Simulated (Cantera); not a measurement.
Input (Python, Cantera):

```python
import numpy as np
import cantera as ct

gas = ct.Solution("gri30.yaml")
gas.TPX = 2000, 48000, {'NO': 1, 'N2': 3.4}
reactor = ct.IdealGasConstPressureReactor(gas, energy="off", clone=False)
net = ct.ReactorNet([reactor])
net.rtol, net.atol = 1e-08, 1e-18
show = ['NO', 'O', 'O2', 'N2O', 'N2']
times = np.geomspace(4e-06, 2, 14)

steps = ct.SolutionArray(gas, extra=["t"])
rows = []
print(f"{'t/s':>10s}{'T/K':>9s}{'P/Pa':>11s}" + "".join(f"{s:>11s}" for s in show))
for t in times:
    while net.time < t:
        t_next = net.step()
        steps.append(gas.state, t=t_next)
    rows.append([np.interp(t, steps.t, y) for y in (steps.T, steps.P, *steps(*show).X.T)])
    print(f"{t:10.3e}{rows[-1][0]:9.1f}{rows[-1][1]:11.4g}" + "".join(f"{x:11.3e}" for x in rows[-1][2:]))
rate = np.gradient(steps.T, steps.t)
print("integrator steps:", len(steps.t))
if steps.T.max() > steps.T[0] + 200:
    print(f"time of steepest temperature rise: {steps.t[rate.argmax()]:.4e} s")
gas.TPX = 2000, 48000, {'NO': 1, 'N2': 3.4}
gas.equilibrate("TP")
print(f"equilibrium (TP): T = {gas.T:.1f} K  " + "  ".join(f"{s} {gas[s].X[0]:.3e}" for s in show))
```

It prints:

```
       t/s      T/K       P/Pa         NO          O         O2        N2O         N2
 4.000e-06   2000.0    4.8e+04  2.273e-01  1.145e-07  3.808e-11  1.149e-07  7.727e-01
 1.098e-05   2000.0    4.8e+04  2.273e-01  3.107e-07  2.835e-10  3.141e-07  7.727e-01
 3.012e-05   2000.0    4.8e+04  2.273e-01  8.300e-07  2.102e-09  8.523e-07  7.727e-01
 8.264e-05   2000.0    4.8e+04  2.273e-01  2.155e-06  1.534e-08  2.269e-06  7.727e-01
 2.268e-04   2000.0    4.8e+04  2.273e-01  5.549e-06  1.150e-07  5.738e-06  7.727e-01
 6.223e-04   2000.0    4.8e+04  2.272e-01  1.541e-05  1.039e-06  1.272e-05  7.727e-01
 1.707e-03   2000.0    4.8e+04  2.271e-01  4.159e-05  1.250e-05  2.113e-05  7.728e-01
 4.685e-03   2000.0    4.8e+04  2.269e-01  6.456e-05  1.058e-04  2.393e-05  7.729e-01
 1.286e-02   2000.0    4.8e+04  2.263e-01  6.796e-05  4.236e-04  2.383e-05  7.732e-01
 3.528e-02   2000.0    4.8e+04  2.245e-01  7.379e-05  1.305e-03  2.340e-05  7.741e-01
 9.680e-02   2000.0    4.8e+04  2.195e-01  8.793e-05  3.760e-03  2.226e-05  7.765e-01
 2.656e-01   2000.0    4.8e+04  2.058e-01  1.185e-04  1.060e-02  1.934e-05  7.834e-01
 7.289e-01   2000.0    4.8e+04  1.697e-01  1.746e-04  2.859e-02  1.292e-05  8.014e-01
 2.000e+00   2000.0    4.8e+04  9.711e-02  2.517e-04  6.488e-02  4.233e-06  8.377e-01
integrator steps: 589
equilibrium (TP): T = 2000.0 K  NO 5.905e-03  O 3.229e-04  O2 1.105e-01  N2O 2.436e-07  N2 8.833e-01
```

Model: GRI-Mech 3.0 (53 species, 325 reactions), integrated in Cantera.
